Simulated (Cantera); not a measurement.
Charge: 1 mol S, 1.2 mol O2, equilibrated at 120000 Pa.

These are equilibrium values from Cantera (NASA tables, ideal gas, pure condensed phases), not measurements of a reactor. Candidate condensed phases: S; 10 gas species. Kinetics and transport are ignored. All values below are at 1973 K.

Base state: SO2 0.832, O2 0.166, SO3 0.00225, SO 0.000216, O 0.000202 (mole fractions); condensed: gas only.

What changes in the equilibrium state with this change: pressure from 120000 Pa to 1330 Pa?


| species | before | after |
|---|---|---|
| SO2 | 0.832 | 0.830 |
| O2 | 0.166 | 0.166 |
| SO | 0.000216 | 0.00204 |
| SO3 | 0.00225 | 0.000237 |
| O | 0.000202 | 0.00192 |

What changes in the equilibrium state with this change: S replaced by HI?


| species | before | after |
|---|---|---|
| I | 0 | 0.396 |
| O2 | 0.166 | 0.390 |
| H2O | 0 | 0.203 |
| SO2 | 0.832 | 0 |
| I2 | 0 | 0.00620 |
| OH | 0 | 0.00284 |
| HI | 0 | 0.00233 |
Further candidate phases: H2O, I2.

What changes in the equilibrium state with this change: pressure from 120000 Pa to 24.0 Pa?


```
species    before    after
-------  --------  -------
SO2         0.832    0.806
O2          0.166    0.165
SO       0.000216   0.0149
O        0.000202   0.0142
S         1.92e-8  9.36e-5
SO3       0.00225  3.07e-5
```
